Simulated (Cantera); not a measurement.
**Thermodynamics of silicon oxide and oxynitride deposition, feed TEOS + O₂ + N₂**

Charge: 1 mol TEOS, 7.1 mol O₂, a varied amount of N₂, at 950 K and 0.460 bar.

Equilibrium computed with Cantera from the NASA thermochemical tables; the gas is ideal and each condensed phase is pure. Candidate condensed phases: C, C₆H₆, C₇H₈, C₈H₁₈, H₂O, Si, SiC, SiO₂, Si₂N₂O, Si₃N₄; 151 gas species. The feed counts by its element totals alone. The numbers say what is thermodynamically allowed, not how fast it happens.

From 3.2 mol N₂ to 180 mol N₂ the condensed part is SiO₂(β-quartz).

| n(N₂) (mol) | x N₂ | x H₂ | x CO₂ | x H₂O | x CO | n SiO₂(β-quartz) |
|---|---|---|---|---|---|---|
| 3.2 | 0.151 | 0.286 | 0.203 | 0.185 | 0.174 | 1.00 |
| 4.8 | 0.211 | 0.266 | 0.188 | 0.172 | 0.162 | 1.00 |
| 7.2 | 0.286 | 0.241 | 0.170 | 0.156 | 0.147 | 1.00 |
| 11 | 0.380 | 0.209 | 0.148 | 0.135 | 0.128 | 1.00 |
| 16 | 0.471 | 0.179 | 0.126 | 0.115 | 0.109 | 1.00 |
| 24 | 0.572 | 0.145 | 0.102 | 0.0933 | 0.0883 | 1.00 |
| 36 | 0.667 | 0.113 | 0.0794 | 0.0725 | 0.0687 | 1.00 |
| 54 | 0.750 | 0.0845 | 0.0595 | 0.0544 | 0.0516 | 1.00 |
| 81 | 0.818 | 0.0614 | 0.0433 | 0.0396 | 0.0375 | 1.00 |
| 120 | 0.870 | 0.0441 | 0.0310 | 0.0284 | 0.0269 | 1.00 |
| 180 | 0.909 | 0.0307 | 0.0216 | 0.0198 | 0.0188 | 1.00 |
x: gas mole fraction; n: condensed amount in mol.
